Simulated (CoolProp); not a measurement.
c-C4F8 (RC318) at several states: density (kg/m³) from the reference equation and from simpler models built on Tc = 388.4 K, pc = 2778 kPa, ω = 0.355; each cubic takes its own stable root.

Model: reference Helmholtz-energy equation of state, Platzer 1990, in CoolProp. This equation is an older, rougher fit; its heat capacities, sound speeds and derivatives of the liquid may be far off and weren't checked against measurements.

```csv
T (K),p (kPa),phase,reference
246.4,114,liquid,1687
252.5,5740,liquid,1686
271,66.6,gas,6.076
291,9190,liquid,1575
443.2,344,gas,19.17
```

**Question.** How far does each simpler model (van der Waals, Redlich-Kwong, Soave-Redlich-Kwong, Peng-Robinson) lie from the reference over these 5 states: mean and median of the absolute difference, and the worst?

**Answer.** 
- van der Waals: mean 34.1 %, median 33.7 %, worst -99.3 % at 246.4 K and 114 kPa
- Redlich-Kwong: mean 5.4 %, median 7.6 %, worst -10.1 % at 246.4 K and 114 kPa
- Soave-Redlich-Kwong: mean 2.9 %, median 4.1 %, worst -5.6 % at 246.4 K and 114 kPa
- Peng-Robinson: mean 4.4 %, median 6.6 %, worst +8.0 % at 291 K and 9190 kPa

At some of these states van der Waals gives the other phase, because its saturation line lies elsewhere.
